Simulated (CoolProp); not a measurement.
Vapour-liquid equilibrium of isobutane (1) + isobutene (2) at 338.8 K; x and y are mole fractions of (1).

The numbers come from the multi-fluid Helmholtz-energy mixture model, Bücker 2006 and Lemmon 2005; pair parameters Bell 2016 in CoolProp.

Give the bubble pressure and the first vapour's composition at x = 0.2, 0.5, 0.8. Is there an azeotrope?

x = 0.2: 0.9186 MPa, y = 0.217; x = 0.5: 0.9512 MPa, y = 0.519; x = 0.8: 0.9757 MPa, y = 0.809. No azeotrope shows between x = 0.05 and 0.95.

The pair parameters rest on a limited set of measurements; away from them the model extrapolates.
